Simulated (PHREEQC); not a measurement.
Consider water at 20 °C with 0.021 mol CuCl2, 0.019 mol H2SO4 and 0.11 mol Na2SO4 per kg of water. Closed to the air; pH follows from the charge balance.

The numbers come from PHREEQC with the ion-association model, wateq4f.dat.

```tsv
quantity	before	after
pH	1.98	1.60
ionic strength (mol/kgw)	0.323	0.0877
SO4-2 (mol/kgw)	0.0758	0.00727
HSO4- (mol/kgw)	0.0246	0.00792
```

Task: Name the change that produced these shifts.
A) Na2SO4 left out
B) CuCl2 left out
C) CuCl2 from 0.021 to 0.042 mol/kgw
D) CuCl2 from 0.021 to 0.0021 mol/kgw
E) CuCl2 from 0.021 to 0.0315 mol/kgw

Result: A, Na2SO4 left out

No solid was allowed to form.
